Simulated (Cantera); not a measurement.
**Silicon carbide growth: (CH3)2SiCl2 + CH4 + H2**

Charge: 1 mol (CH3)2SiCl2, 1.9 mol CH4, 700 mol H2, at 1548 K and 1.50 mbar.

Cantera equilibrium calculation (NASA polynomials, part measured and part estimated; ideal gas, pure solids and liquids). Candidate condensed phases: C, C6H6, C7H8, C8H18, Si, SiC; 109 gas species. The feed counts by its element totals alone. Kinetics and transport are ignored.

```yaml
x(H2): 0.996
x(HCl): 0.00282
x(H): 0.000794
x(C2H2 (acetylene)): 1.56e-5
x(CH4): 3.06e-6
x(Cl): 1.80e-6
n(C(graphite)): 2.88 mol
n(SiC(s)): 1.000 mol
gas_amount: 708.1 mol
log10 activity of Si(s) (absent): -2.06
```
